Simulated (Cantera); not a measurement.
Input: 1 mol PbO, a varied amount of H2, at 800 °C and 0.00133 bar.

Equilibrium computed with Cantera from the NASA thermochemical tables; the gas is ideal and each condensed phase is pure. Candidate condensed phases: H2O, Pb, PbO, PbO2, Pb3O4; 12 gas species. The numbers say what is thermodynamically allowed, not how fast it happens.

Q: What share of the Pb ends up in condensed phases as a function of n(H2) (mol), at 2, 4.1, 6.3, 8.4, 11, 13, 15, 17, 19, 21, 23?

A: 
```tsv
n(H2) (mol)	Pb condensed (%)	as
2	88.4	Pb(l)
4.1	76.2	Pb(l)
6.3	63.5	Pb(l)
8.4	51.3	Pb(l)
11	36.2	Pb(l)
13	24.6	Pb(l)
15	13.0	Pb(l)
17	1.4	Pb(l)
19	0.0	-
21	0.0	-
23	0.0	-
```
